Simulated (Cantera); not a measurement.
**Hydrocarbon pyrolysis for carbon deposition**

An isothermal, constant-pressure homogeneous reactor starts with 2.86 % C2H6, 97.1 % H2, at 1400 K and 0.00365 atm.

Computed with Cantera and GRI-Mech 3.0 (53 species, 325 reactions). GRI-Mech 3.0 stops at C3 and has no aromatics, soot or wall deposition, so with more carbon than oxygen in the feed, carbon stays in small species such as C2H2 where larger ones or solid carbon would form. Radical loss at walls, strong at low pressure, is not modelled.

```json
[
 {"t (s)": "4.00e-6", "x C2H6": "0.0286", "x H2": "0.971", "x CH2": "<1e-12", "x C2H4": "3.70e-12", "x CH4": "7.85e-9", "x CH3": "1.49e-6", "x C2H2": "<1e-12"},
 {"t (s)": "1.32e-5", "x C2H6": "0.0286", "x H2": "0.971", "x CH2": "<1e-12", "x C2H4": "8.75e-11", "x CH4": "8.47e-8", "x CH3": "4.86e-6", "x C2H2": "<1e-12"},
 {"t (s)": "4.35e-5", "x C2H6": "0.0286", "x H2": "0.971", "x CH2": "1.21e-12", "x C2H4": "4.81e-9", "x CH4": "8.96e-7", "x CH3": "1.54e-5", "x C2H2": "<1e-12"},
 {"t (s)": "0.000143", "x C2H6": "0.0285", "x H2": "0.971", "x CH2": "4.65e-11", "x C2H4": "3.62e-7", "x CH4": "8.95e-6", "x CH3": "4.48e-5", "x C2H2": "1.33e-12"},
 {"t (s)": "0.000473", "x C2H6": "0.0284", "x H2": "0.971", "x CH2": "1.35e-9", "x C2H4": "2.01e-5", "x CH4": "7.59e-5", "x CH3": "0.000103", "x C2H2": "8.02e-10"},
 {"t (s)": "0.00156", "x C2H6": "0.0275", "x H2": "0.971", "x CH2": "2.13e-8", "x C2H4": "0.000490", "x CH4": "0.000541", "x CH3": "0.000235", "x C2H2": "3.89e-7"},
 {"t (s)": "0.00514", "x C2H6": "0.0207", "x H2": "0.968", "x CH2": "2.50e-7", "x C2H4": "0.00422", "x CH4": "0.00551", "x CH3": "0.000858", "x C2H2": "4.53e-5"},
 {"t (s)": "0.0169", "x C2H6": "0.00196", "x H2": "0.957", "x CH2": "4.97e-7", "x C2H4": "0.0105", "x CH4": "0.0273", "x CH3": "0.000900", "x C2H2": "0.00154"},
 {"t (s)": "0.0558", "x C2H6": "1.02e-5", "x H2": "0.956", "x CH2": "9.76e-8", "x C2H4": "0.00726", "x CH4": "0.0301", "x CH3": "0.000315", "x C2H2": "0.00553"},
 {"t (s)": "0.184", "x C2H6": "2.85e-6", "x H2": "0.957", "x CH2": "1.86e-8", "x C2H4": "0.00417", "x CH4": "0.0302", "x CH3": "0.000130", "x C2H2": "0.00863"},
 {"t (s)": "0.607", "x C2H6": "1.19e-6", "x H2": "0.957", "x CH2": "4.50e-9", "x C2H4": "0.00185", "x CH4": "0.0301", "x CH3": "6.25e-5", "x C2H2": "0.0110"},
 {"t (s)": "2.00", "x C2H6": "6.08e-7", "x H2": "0.957", "x CH2": "1.79e-9", "x C2H4": "0.000436", "x CH4": "0.0300", "x CH3": "3.91e-5", "x C2H2": "0.0124"}
]
```
x: mole fraction; the columns are a selection and need not sum to one.

Equilibrium at this temperature and pressure: C2H6 5.46e-9, H2 0.972, CH2 1.49e-10, C2H4 7.76e-5, CH4 0.00155, CH3 2.52e-6, C2H2 0.0262 (gas phase only).
